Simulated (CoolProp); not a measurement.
A simple Rankine cycle with ethanol: condensing at 329.15 K, boiler at 1.65 MPa, turbine inlet 459.7 K, turbine efficiency 0.9, pump efficiency 0.7, no recuperator. Each further row changes one setting.

Computed with CoolProp (reference Helmholtz-energy equation of state, Schroeder 2014).

```csv
case,thermal efficiency (%),net work (kJ/kg),heat in (kJ/kg),turbine exit temperature (K),volume ratio over the turbine
as stated,19.8,207,1050,329.1,33.7
turbine inlet 479.7 K,20.1,?,1100,329.1,32.4
condensing temperature 321.15 K,?,225,1070,321.2,47.8
boiler pressure 1.15 MPa,18.4,197,1070,329.1,22.9
turbine efficiency 0.8,17.5,?,1050,329.1,34.7
```

Problem. Fill in the missing entries.

Solution. 
- turbine inlet 479.7 K, net work (kJ/kg): 221
- condensing temperature 321.15 K, thermal efficiency (%): 21.1
- turbine efficiency 0.8, net work (kJ/kg): 184

The expansion ends wet for: as stated; turbine inlet 479.7 K; condensing temperature 321.15 K; boiler pressure 1.15 MPa; turbine efficiency 0.8.
